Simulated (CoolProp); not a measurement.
Properties of diethyl ether at several states.

Model: reference Helmholtz-energy equation of state, Thol 2014, in CoolProp.

```json
[
 {"T (K)": "379.5", "p (MPa)": "0.0681", "phase": "gas", "cv (kJ/(kg K))": "1.786", "speed of sound (m/s)": "210.3", "isothermal compressibility (1/MPa)": "14.88", "expansivity (1/kK)": "2.764"},
 {"T (K)": "417.8", "p (MPa)": "0.711", "phase": "gas", "cv (kJ/(kg K))": "1.954", "speed of sound (m/s)": "201.5", "isothermal compressibility (1/MPa)": "1.596", "expansivity (1/kK)": "3.566"},
 {"T (K)": "284.4", "p (MPa)": "0.716", "phase": "liquid", "cv (kJ/(kg K))": "1.758", "speed of sound (m/s)": "1015", "isothermal compressibility (1/MPa)": "0.001744", "expansivity (1/kK)": "1.532"},
 {"T (K)": "516.9", "p (MPa)": "0.54", "phase": "gas", "cv (kJ/(kg K))": "2.190", "speed of sound (m/s)": "239.2", "isothermal compressibility (1/MPa)": "1.922", "expansivity (1/kK)": "2.201"},
 {"T (K)": "466.9", "p (MPa)": "0.347", "phase": "gas", "cv (kJ/(kg K))": "2.052", "speed of sound (m/s)": "228.3", "isothermal compressibility (1/MPa)": "2.982", "expansivity (1/kK)": "2.406"},
 {"T (K)": "419.1", "p (MPa)": "0.0356", "phase": "gas", "cv (kJ/(kg K))": "1.901", "speed of sound (m/s)": "222.2", "isothermal compressibility (1/MPa)": "28.23", "expansivity (1/kK)": "2.427"}
]
```
